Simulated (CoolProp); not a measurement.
Model: reference Helmholtz-energy equation of state, Lemmon 2006, in CoolProp. It is a short technical equation, of lower accuracy than the large ones.

For C3F8 (R218), give the phase and the Joule-Thomson coefficient (K/MPa), conductivity (mW/(m K)), Prandtl number at 54.15 °C and 6.77 MPa; 18.75 °C and 0.0466 MPa.


- 54.15 °C and 6.77 MPa: liquid; Joule-Thomson coefficient 0.269, conductivity 44.2, Prandtl number 3.81
- 18.75 °C and 0.0466 MPa: gas; Joule-Thomson coefficient 13.4, conductivity 12.0, Prandtl number 0.791

Viscosity comes from a separate model (Huber 2003), an estimate that may be off by 10 % or more. Thermal conductivity comes from a separate model (Huber 2003), an estimate that may be off by 10 % or more.
